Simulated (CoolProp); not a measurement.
The numbers come from the reference Helmholtz-energy equation of state, Schmidt 1985 in CoolProp.

Question: For oxygen, give the phase and the cv (kJ/(kg K)), viscosity (µPa s) at 127.7 K and 101 kPa; 134.5 K and 101 kPa; 154.9 K and 101 kPa.

Answer: 
- 127.7 K and 101 kPa: gas; cv 0.654, viscosity 9.78
- 134.5 K and 101 kPa: gas; cv 0.653, viscosity 10.3
- 154.9 K and 101 kPa: gas; cv 0.652, viscosity 11.7

Viscosity comes from a separate model (Lemmon 2004).
